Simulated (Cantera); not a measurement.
# Adiabatic ignition

An adiabatic, constant-pressure homogeneous reactor starts with H2 : O2 : N2 = 1 : 0.833 : 5.42 (molar parts), at 1423 K and 1.01 bar.

Model: GRI-Mech 3.0 (53 species, 325 reactions), integrated in Cantera.

```json
[
 {"t (s)": "5.00e-6", "T (K)": "1423", "x H2": "0.138", "x O2": "0.115", "x O": "1.73e-7", "x H2O": "8.20e-7", "x NO": "<1e-12"},
 {"t (s)": "1.21e-5", "T (K)": "1423", "x H2": "0.138", "x O2": "0.115", "x O": "1.20e-5", "x H2O": "6.93e-5", "x NO": "<1e-12"},
 {"t (s)": "2.95e-5", "T (K)": "1599", "x H2": "0.0207", "x O2": "0.0556", "x O": "0.0209", "x H2O": "0.0900", "x NO": "5.17e-6"},
 {"t (s)": "7.15e-5", "T (K)": "1965", "x H2": "0.0142", "x O2": "0.0489", "x O": "0.0141", "x H2O": "0.113", "x NO": "3.96e-5"},
 {"t (s)": "0.000174", "T (K)": "2184", "x H2": "0.00809", "x O2": "0.0473", "x O": "0.00702", "x H2O": "0.128", "x NO": "7.56e-5"},
 {"t (s)": "0.000422", "T (K)": "2303", "x H2": "0.00336", "x O2": "0.0472", "x O": "0.00273", "x H2O": "0.138", "x NO": "0.000136"},
 {"t (s)": "0.00102", "T (K)": "2340", "x H2": "0.00179", "x O2": "0.0475", "x O": "0.00144", "x H2O": "0.142", "x NO": "0.000226"},
 {"t (s)": "0.00249", "T (K)": "2341", "x H2": "0.00171", "x O2": "0.0475", "x O": "0.00137", "x H2O": "0.142", "x NO": "0.000406"},
 {"t (s)": "0.00603", "T (K)": "2340", "x H2": "0.00170", "x O2": "0.0473", "x O": "0.00136", "x H2O": "0.142", "x NO": "0.000827"},
 {"t (s)": "0.0147", "T (K)": "2339", "x H2": "0.00169", "x O2": "0.0468", "x O": "0.00134", "x H2O": "0.142", "x NO": "0.00177"},
 {"t (s)": "0.0356", "T (K)": "2335", "x H2": "0.00168", "x O2": "0.0459", "x O": "0.00130", "x H2O": "0.142", "x NO": "0.00363"},
 {"t (s)": "0.0864", "T (K)": "2331", "x H2": "0.00166", "x O2": "0.0447", "x O": "0.00125", "x H2O": "0.142", "x NO": "0.00614"},
 {"t (s)": "0.210", "T (K)": "2328", "x H2": "0.00165", "x O2": "0.0441", "x O": "0.00122", "x H2O": "0.142", "x NO": "0.00753"},
 {"t (s)": "0.509", "T (K)": "2328", "x H2": "0.00165", "x O2": "0.0440", "x O": "0.00122", "x H2O": "0.142", "x NO": "0.00767"},
 {"t (s)": "1.24", "T (K)": "2328", "x H2": "0.00165", "x O2": "0.0440", "x O": "0.00122", "x H2O": "0.142", "x NO": "0.00767"},
 {"t (s)": "3.00", "T (K)": "2328", "x H2": "0.00165", "x O2": "0.0440", "x O": "0.00122", "x H2O": "0.142", "x NO": "0.00767"}
]
```
x: mole fraction; the columns are a selection and need not sum to one.

time of steepest temperature rise: 26.0 µs
temperature at 3.00 s: 2328 K
equilibrium temperature: 2328 K
x(H2) at 3.00 s: 0.00165 (gas-phase equilibrium 0.00165)
x(O2) at 3.00 s: 0.0440 (gas-phase equilibrium 0.0440)
x(O) at 3.00 s: 0.00122 (gas-phase equilibrium 0.00122)
